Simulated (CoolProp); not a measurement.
Model: reference Helmholtz-energy equation of state, Lemmon 2006, in CoolProp. It is a short technical equation, of lower accuracy than the large ones.

Q: For carbon monoxide, give the phase and the cv (kJ/(kg K)), speed of sound (m/s), Joule-Thomson coefficient (K/MPa) at 407.6 K and 9230 kPa; 385 K and 1890 kPa; 140.5 K and 3220 kPa.

A: 
- 407.6 K and 9230 kPa: supercritical; cv 0.764, speed of sound 437, Joule-Thomson coefficient 0.735
- 385 K and 1890 kPa: gas; cv 0.752, speed of sound 404, Joule-Thomson coefficient 1.29
- 140.5 K and 3220 kPa: gas; cv 0.894, speed of sound 207, Joule-Thomson coefficient 9.22
